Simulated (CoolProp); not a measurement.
Saturation properties of ammonia (Tc = 132.4 °C, pc = 11360 kPa, ω = 0.256).

Values from CoolProp's reference Helmholtz-energy equation of state, Gao 2020.

| T (°C) | p (kPa) | liquid cp (kJ/(kg K)) | vapour Z |
|---|---|---|---|
| -44.75 | 55.20 | 4.422 | 0.9812 |
| -29.05 | 125.0 | 4.482 | 0.9684 |
| -13.25 | 254.2 | 4.546 | 0.9506 |
| 2.55 | 471.7 | 4.624 | 0.9272 |
| 18.25 | 810.1 | 4.726 | 0.8977 |
| 34.05 | 1314 | 4.866 | 0.8613 |
| 49.75 | 2020 | 5.065 | 0.8176 |
| 65.55 | 2987 | 5.361 | 0.7653 |
| 81.25 | 4255 | 5.835 | 0.7034 |

It boils at -33.3 °C under 1 atm.
